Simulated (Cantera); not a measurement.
Feed: 1 mol HgO, 1 mol H2, 7.7 mol N2, at 600 K and 1430 Torr.

Equilibrium computed with Cantera from the NASA thermochemical tables; the gas is ideal and each condensed phase is pure. Candidate condensed phases: H2O, Hg, HgO; 25 gas species. Equilibrium is a limit: real reactors are often held back by kinetics, nucleation or transport.

Base state: N2 0.794, H2O 0.103, Hg 0.103 (mole fractions); condensed: gas only.

Question: What changes in the equilibrium state with this change: H2 from 1 to 0.16 mol?

Answer: 
| species | before | after |
|---|---|---|
| N2 | 0.794 | 0.954 |
| Hg | 0.103 | 0.0240 |
| H2O | 0.103 | 0.0198 |
| O2 | <1e-9 | 0.00209 |
| HgO(s), mol | 0 | 0.806 |
